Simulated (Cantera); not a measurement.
An adiabatic, constant-pressure homogeneous reactor starts with H2 : O2 : N2 : NO = 1 : 0.794 : 2.98 : 0.0072 (molar parts), at 998 K and 3.00 bar. Integrator tolerance rtol = 1e-08.

Cantera simulation using GRI-Mech 3.0 (53 species, 325 reactions); the numbers are that mechanism's predictions, not measurements. The hydrogen kinetics of GRI-Mech 3.0 are dated; newer H2 mechanisms differ, most at raised pressure. The mechanism lacks 2 NO + O2 → 2 NO2 and HONO, so NO2 and the effect of NO are under-described below about 1400 K.

```tsv
quantity	before	after
time of steepest temperature rise	0.185 ms	0.176 ms
temperature at 0.100 s	2417 K	2669 K
equilibrium temperature	2417 K	2669 K
x(H2) at 0.100 s	0.00206 (gas-phase equilibrium 0.00206)	0.00433 (gas-phase equilibrium 0.00433)
x(O2) at 0.100 s	0.0623 (gas-phase equilibrium 0.0623)	0.0586 (gas-phase equilibrium 0.0586)
x(NO) at 0.100 s	0.0101 (gas-phase equilibrium 0.0101)	0.0150 (gas-phase equilibrium 0.0150)
x(N2O) at 0.100 s	9.07e-7 (gas-phase equilibrium 9.07e-7)	2.09e-6 (gas-phase equilibrium 2.09e-6)
x(OH) at 0.100 s	0.00932 (gas-phase equilibrium 0.00932)	0.0156 (gas-phase equilibrium 0.0156)
x(H) at 0.100 s	0.000454 (gas-phase equilibrium 0.000454)	0.00124 (gas-phase equilibrium 0.00124)
```

Question: What was changed between the two runs?
(A) initial temperature 998 to 1525 K
(B) initial temperature 998 to 1725 K
(C) constant volume in place of constant pressure
(D) initial temperature 998 to 1775 K

Answer: C, constant volume in place of constant pressure
